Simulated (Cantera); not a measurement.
An isothermal, constant-pressure homogeneous reactor starts with H2 : O2 : N2 = 0.46 : 1 : 2.6 (molar parts), at 1300 K and 280 Pa.

Computed with Cantera and the H2/O2 subset of GRI-Mech 3.0, which has no nitrogen chemistry. Radical loss at walls, strong at low pressure, is not modelled. The temperature is held fixed by assumption; the heat of reaction is taken as removed at once.

Problem. Predict: x(H2) at 3.00 s; x(O2) at 3.00 s; x(HO2) at 3.00 s; x(OH) at 3.00 s; x(H2O) at 3.00 s.

Solution. 
| Property | Value |
|---|---|
| x(H2) at 3.00 s | 0.00165 (gas-phase equilibrium 4.42e-7) |
| x(O2) at 3.00 s | 0.198 (gas-phase equilibrium 0.201) |
| x(HO2) at 3.00 s | 2.88e-7 (gas-phase equilibrium 9.14e-9) |
| x(OH) at 3.00 s | 0.00301 (gas-phase equilibrium 4.96e-5) |
| x(H2O) at 3.00 s | 0.114 (gas-phase equilibrium 0.120) |
